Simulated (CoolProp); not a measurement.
Vapour-liquid equilibrium of n-hexane (1) + toluene (2) at 0.264 MPa; x and y are mole fractions of (1).

Values from CoolProp's multi-fluid Helmholtz-energy mixture model, Thol 2019 and Lemmon 2006; pair parameters Bell 2016.

Give the bubble temperature and the first vapour's composition at x = 0.05, 0.35, 0.8. Is there an azeotrope?

x = 0.05: 142.9 °C, y = 0.149; x = 0.35: 123.0 °C, y = 0.615; x = 0.8: 107.7 °C, y = 0.905. No azeotrope shows between x = 0.05 and 0.95.

The pair parameters rest on a limited set of measurements; away from them the model extrapolates.
